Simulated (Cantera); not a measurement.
Cantera run:

```python
import numpy as np
import cantera as ct

gas_names = """
    N P4 NO P2 O3 N2
""".split()
cond_names = """
    P4O10(s)
""".split()


# ... load() reads the species with a 1 bar reference pressure and builds the phases ...
species = {s.name: s for s in load("nasa_gas.yaml", gas_names) + load("nasa_condensed.yaml", cond_names)}
# Each term lists the table entries of one substance; the one whose range holds T is used.
reactions = {
    'P4O10 + 10 N(g) = P4(g) + 10 NO(g)':
        [(-1, ['P4O10(s)']), (-10, ['N']), (1, ['P4']), (10, ['NO'])],
    '6 P2(g) + 10 O3(g) = 3 P4O10':
        [(-6, ['P2']), (-10, ['O3']), (3, ['P4O10(s)'])],
    '10 NO(g) + 2 P2(g) = 5 N2(g) + P4O10':
        [(-10, ['NO']), (-2, ['P2']), (5, ['N2']), (1, ['P4O10(s)'])],
}


def pick(names, T):
    return next(species[n] for n in names if species[n].thermo.min_temp <= T <= species[n].thermo.max_temp)


results = []
for label, terms in reactions.items():
    print(label)
    print("     T/K   dH/kJ  dS/(J/K)   dG/kJ   log10 K")
    for T in [300, 350, 425, 500, 575, 650]:
        used = [(nu, pick(names, T)) for nu, names in terms]
        dH = sum(nu * s.thermo.h(T) for nu, s in used) / 1e6
        dS = sum(nu * s.thermo.s(T) for nu, s in used) / 1e3
        dG = dH - T * dS / 1e3
        logK = -dG * 1e6 / (ct.gas_constant * T * np.log(10))
        results.append((label, T, dH, dS, dG, logK, [s.name for _, s in used]))
        print(f"{T:8g} {dH:8.1f} {dS:8.1f} {dG:8.1f} {logK:8.2f}")
```

It prints:

```
P4O10 + 10 N(g) = P4(g) + 10 NO(g)
     T/K   dH/kJ  dS/(J/K)   dG/kJ   log10 K
     300   -745.3    625.4   -932.9   162.42
     350   -748.5    615.3   -963.9   143.85
     425   -755.3    597.8  -1009.4   124.06
     500   -764.0    579.1  -1053.5   110.06
     575   -774.3    560.0  -1096.3    99.59
     650   -786.0    540.9  -1137.5    91.41
6 P2(g) + 10 O3(g) = 3 P4O10
     T/K   dH/kJ  dS/(J/K)   dG/kJ   log10 K
     300 -11309.8  -3012.2 -10406.1  1811.84
     350 -11306.1  -3000.8 -10255.8  1530.56
     425 -11296.4  -2975.9 -10031.6  1232.91
     500 -11282.2  -2945.3  -9809.6  1024.78
     575 -11263.8  -2911.2  -9589.9   871.16
     650 -11241.4  -2874.5  -9372.9   753.20
10 NO(g) + 2 P2(g) = 5 N2(g) + P4O10
     T/K   dH/kJ  dS/(J/K)   dG/kJ   log10 K
     300  -4210.0  -1356.9  -3802.9   662.13
     350  -4209.6  -1355.8  -3735.1   557.42
     425  -4207.1  -1349.3  -3633.6   446.58
     500  -4202.4  -1339.3  -3532.8   369.06
     575  -4196.1  -1327.5  -3432.8   311.84
     650  -4188.1  -1314.4  -3333.7   267.89
```

Standard-state values (1 bar) from the NASA 1993 polynomials, evaluated with Cantera. Condensed species are held in their standard states even where they would react or evaporate.
